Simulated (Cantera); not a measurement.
**Stirred combustor or abatement burner**

A perfectly stirred reactor is fed with CH4 : O2 : N2 = 1 : 1.54 : 4 (molar parts), equivalence ratio 1.3, at 10.0 bar; it is adiabatic with a 450 K inlet, and is followed from long to short residence time, starting on the burning branch (τ in s: 0.058, 0.03, 0.016, 0.0083, 0.0043, 0.0022, 0.0012, 0.00061, 0.00032, 0.00017, 8.6e-05, 4.5e-05, 2.3e-05).

Detailed kinetics in Cantera: GRI-Mech 3.0 (53 species, 325 reactions).

```
τ (s)    T (K)     x CH4      x O2    x NO2    x CH2O    x H2      x NO
-------  -----  --------  --------  -------  --------  ------  --------
0.058     2494   4.04e-6   8.45e-5  2.01e-8   1.95e-7  0.0503  0.000377
0.030     2493   7.58e-6   9.50e-5  2.11e-8   3.57e-7  0.0503  0.000389
0.016     2492   1.35e-5  0.000113  2.25e-8   6.37e-7  0.0503  0.000408
0.0083    2490   2.40e-5  0.000147  2.48e-8   1.16e-6  0.0503  0.000434
0.0043    2488   4.11e-5  0.000206  2.82e-8   2.07e-6  0.0503  0.000467
0.0022    2484   6.80e-5  0.000310  3.27e-8   3.66e-6  0.0503  0.000503
0.0012    2480  0.000104  0.000463  3.76e-8   6.01e-6  0.0503  0.000531
0.00061   2472  0.000162  0.000740  4.40e-8   1.02e-5  0.0503  0.000554
0.00032   2463  0.000245   0.00117  5.04e-8   1.68e-5  0.0503  0.000561
0.00017   2450  0.000373   0.00186  5.62e-8   2.73e-5  0.0502  0.000548
8.6e-5    2431  0.000612   0.00312  6.03e-8   4.66e-5  0.0502  0.000504
4.5e-5    2404   0.00106   0.00533  5.93e-8   8.06e-5  0.0500  0.000416
2.3e-5    2352   0.00226    0.0104  4.84e-8  0.000157  0.0494  0.000252
```
x: mole fraction; the columns are a selection and need not sum to one.
